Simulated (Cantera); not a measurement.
A perfectly stirred reactor is fed with CH₄ : CO₂ : H₂O = 1 : 0.35 : 0.0066 (molar parts), at 3.60 bar; it is held at 1450 K, and followed from long to short residence time.

Detailed kinetics in Cantera: GRI-Mech 3.0 (53 species, 325 reactions). GRI-Mech 3.0 stops at C3 and has no aromatics, soot or wall deposition, so with more carbon than oxygen in the feed, carbon stays in small species such as C2H2 where larger ones or solid carbon would form.

x: mole fraction; the columns are a selection and need not sum to one.

| τ (s) | x CH₄ | x CO₂ | x CH₃ | x C₂H₄ | x CH₂CO |
|---|---|---|---|---|---|
| 14 | 0.252 | 0.0343 | 4.49e-5 | 0.0369 | 9.19e-6 |
| 4.9 | 0.265 | 0.0498 | 4.68e-5 | 0.0401 | 1.24e-5 |
| 1.7 | 0.309 | 0.0821 | 4.97e-5 | 0.0378 | 1.21e-5 |
| 0.62 | 0.409 | 0.144 | 5.60e-5 | 0.0278 | 6.91e-6 |
| 0.22 | ___ | ___ | ___ | ___ | ___ |
| 0.078 | 0.645 | 0.241 | 8.24e-5 | 0.00926 | 4.85e-7 |
| 0.028 | 0.701 | 0.253 | 9.17e-5 | 0.00571 | 7.65e-8 |
| 0.0098 | 0.725 | 0.257 | 8.98e-5 | ___ | ___ |

Question: Some entries are withheld; supply them.

Answer: 
- 0.22, x CH₄: 0.544
- 0.22, x CO₂: 0.208
- 0.22, x CH₃: 6.82e-5
- 0.22, x C₂H₄: 0.0156
- 0.22, x CH₂CO: 2.18e-6
- 0.0098, x C₂H₄: 0.00232
- 0.0098, x CH₂CO: 6.43e-9
